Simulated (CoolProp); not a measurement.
Vapour-liquid equilibrium of propane (1) + cyclopropane (2) at 0.734 MPa; x and y are mole fractions of (1).

The numbers come from the multi-fluid Helmholtz-energy mixture model, Lemmon 2009 and Polt 1992; pair parameters Bell 2016 in CoolProp. This equation is an older, rougher fit; its heat capacities, sound speeds and derivatives of the liquid may be far off and weren't checked against measurements.

Question: Give the bubble temperature and the first vapour's composition at x = 0.2, 0.5, 0.65. Is there an azeotrope?

Answer: x = 0.2: 21.5 °C, y = 0.265; x = 0.5: 17.6 °C, y = 0.563; x = 0.65: 16.4 °C, y = 0.691. No azeotrope shows between x = 0.05 and 0.95.

Pair parameters are fitted to limited data, so mixtures are less certain than the pure fluids.
